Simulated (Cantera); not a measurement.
A closed system holds: 1 mol Si₃N₄, 3.2 mol Cl₂, at 518 Torr.

These are equilibrium values from Cantera (NASA tables, ideal gas, pure condensed phases), not measurements of a reactor. Candidate condensed phases: Si, Si₃N₄; 13 gas species. Equilibrium is a limit: real reactors are often held back by kinetics, nucleation or transport.

Over these rows the condensed part is Si₃N₄(s). Partial pressures as log10 of bar:

```
T (K)  1000/T (1/K)  log p SiCl₂  log p SiCl₄  log p N₂
-----  ------------  -----------  -----------  --------
948          1.0549        -7.51        -0.38     -0.56
998          1.0020        -6.73        -0.38     -0.56
1048         0.9542            ?        -0.38     -0.56
1098         0.9107        -5.39        -0.38     -0.56
1148         0.8711        -4.81        -0.38     -0.56
1198         0.8347        -4.28        -0.38     -0.56
```

Q: Fit log p(SiCl₂) = a + b·(1000/T) to the five rows, give the apparent enthalpy, and predict the row at 1048 K.

A: Means: 1000/T = 0.9347, log p = -5.744. Sxy = -0.492929, Sxx = 0.0335983, so b = -14.67 and a = -5.744 − (-14.67)×0.9347 = 7.97.
Apparent enthalpy: −19.145 × (-14.67) = 281 kJ/mol. With the condensed phases at unit activity, 1/6 Si₃N₄(s) + 1/2 SiCl₄(g) = SiCl₂(g) + 1/3 N₂(g) links this pressure to the main gases: over the six rows their terms move log p by +0.00 in all, so the slope is close to that reaction's ΔH°. The five rows lie within 0.01 of the line.
Prediction at 1048 K: 7.97 + (-14.67)×0.9542 = -6.03. The computed value is -6.03, 0.00 from the line.
